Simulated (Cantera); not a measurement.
A closed system holds: 1 mol Si, 0.32 mol H2O, 160 mol H2, equilibrated at 1 atm.

Method: chemical equilibrium by Gibbs-energy minimisation in Cantera with the NASA 1993 tables (ideal gas, pure condensed phases). Candidate condensed phases: H2O, Si, SiO2; 18 gas species. Gases not in the tables: Si2H6 and higher silanes. The numbers say what is thermodynamically allowed, not how fast it happens.

Task: At 1675 K, list the 4 most abundant gas species with their mole fractions, and the condensed phases.

Result: H2 0.998, SiO 0.00199, H 0.000115, SiH2 1.12e-5. Condensed: Si(s).
